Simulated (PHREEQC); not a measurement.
Make-up at 20 °C: 0.048 mol/kgw HF, 0.00067 mol/kgw NH4F and 0.082 mol/kgw H2SO4. Closed to the air; pH follows from the charge balance.

Equilibrium calculation in PHREEQC: ion-association model, wateq4f.dat.

Each row changes one thing in this solution. Precipitation was switched off in this run.

```tsv
case	pH	ionic strength (mol/kgw)	HSO4- (mol/kgw)	HF (mol/kgw)	SO4-2 (mol/kgw)	H2F2 (mol/kgw)
as made	1.08	0.120	0.0630	0.0386	0.0189	0.00476
NH4F from 0.00067 to 0.000737 mol/kgw	1.08	0.120	0.0630	0.0386	0.0189	0.00477
temperature from 20 to 10 °C	1.07	0.126	0.0604	0.0362	0.0216	0.00592
0.0034 mol/kgw KCl added	1.08	0.124	0.0628	0.0385	0.0190	0.00476
0.15 mol/kgw NH4HF2 added	1.90	0.187	0.0190	0.158	0.0418	0.0808
H2SO4 replaced by Cs2SO4 at the same molality	2.52	0.243	0.00756	0.0296	0.0743	0.00288
H2SO4 from 0.082 to 0.82 mol/kgw	0.19	0.925	0.767	0.0376	0.0526	0.00546
NH4F from 0.00067 to 0.0067 mol/kgw	1.10	0.122	0.0619	0.0425	0.0196	0.00577
```

The ionic strength passes 0.7 mol/kgw, the rough limit of the ion-association models, in H2SO4 from 0.082 to 0.82 mol/kgw. wateq4f.dat counts part of the HF as a dimer, H2F2, which phreeqc.dat doesn't know; its constant is uncertain. Constants without temperature data keep their 25 °C values here.
